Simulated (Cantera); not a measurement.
Input: 1 mol SiHCl₃, a varied amount of N₂, held at 1777 °C and 10.0 Torr.

Cantera equilibrium calculation (NASA polynomials, part measured and part estimated; ideal gas, pure solids and liquids). Candidate condensed phases: NH₄Cl, Si, Si₃N₄; 28 gas species. The tables' values for SiCl₃, SiCl are old estimates; treat these amounts as uncertain. Kinetics and transport are ignored.

log p: log10 of the partial pressure in bar; nothing condenses.

```
n(N₂) (mol)  log p N₂  log p SiCl₂  log p HCl  log p Cl  log p H₂  log p SiCl₃
-----------  --------  -----------  ---------  --------  --------  -----------
2.1             -2.17        -2.51      -2.56     -3.48     -3.69        -3.93
3.3             -2.08        -2.62      -2.67     -3.55     -3.79        -4.11
5               -2.02          [?]        [?]       [?]       [?]        -4.30
7.5             -1.98        -2.87      -2.93     -3.70     -4.01        -4.51
11              -1.95        -3.01      -3.07     -3.78     -4.13        -4.73
17              -1.93          [?]        [?]       [?]       [?]        -4.99
26              -1.91        -3.34      -3.42     -3.99     -4.41        -5.27
```

**Question.** Fill in the missing entries.

**Answer.** 
- 17, log p SiCl₂: -3.17
- 17, log p HCl: -3.24
- 17, log p Cl: -3.89
- 17, log p H₂: -4.26
- 5, log p SiCl₂: -2.74
- 5, log p HCl: -2.79
- 5, log p Cl: -3.62
- 5, log p H₂: -3.90
